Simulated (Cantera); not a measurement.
Feed: 1 mol Al₂O₃, 2200 mol H₂, at 2050 K and 1.00 mbar.

Method: chemical equilibrium by Gibbs-energy minimisation in Cantera with the NASA 1993 tables (ideal gas, pure condensed phases). Candidate condensed phases: Al, Al₂O₃, H₂O; 19 gas species. The tables' values for AlOH are old estimates; treat these amounts as uncertain. Kinetics and transport are ignored.

Base state: H₂ 0.929, H 0.0691, H₂O 0.00123, Al 0.000755, Al₂O 4.03e-5, AlOH 3.10e-5 (mole fractions); condensed: gas only.

Task: What changes in the equilibrium state with this change: temperature from 2050 K to 1448 K?

Result: 
```
species          before     after
-------------  --------  --------
H₂                0.929     1.000
H                0.0691  0.000291
H₂O             0.00123   1.12e-6
Al             0.000755   6.81e-7
Al₂O            4.03e-5   1.98e-8
AlOH            3.10e-5   1.62e-8
Al₂O₃(s), mol         0     0.999
```

Task: What changes in the equilibrium state with this change: temperature from 2050 K to 1625 K?

Result: 
| species | before | after |
|---|---|---|
| H₂ | 0.929 | 0.998 |
| H | 0.0691 | 0.00223 |
| H₂O | 0.00123 | 1.86e-5 |
| Al | 0.000755 | 1.12e-5 |
| AlOH | 3.10e-5 | 3.97e-7 |
| Al₂O | 4.03e-5 | 5.97e-7 |
| Al₂O₃(s), mol | 0 | 0.986 |

Task: What changes in the equilibrium state with this change: temperature from 2050 K to 625 K?

Result: 
```tsv
species	before	after
H₂	0.929	1.00
H	0.0691	<1e-9
H₂O	0.00123	<1e-9
Al	0.000755	<1e-9
Al₂O	4.03e-5	<1e-9
AlOH	3.10e-5	<1e-9
Al₂O₃(s), mol	0	1.00
```
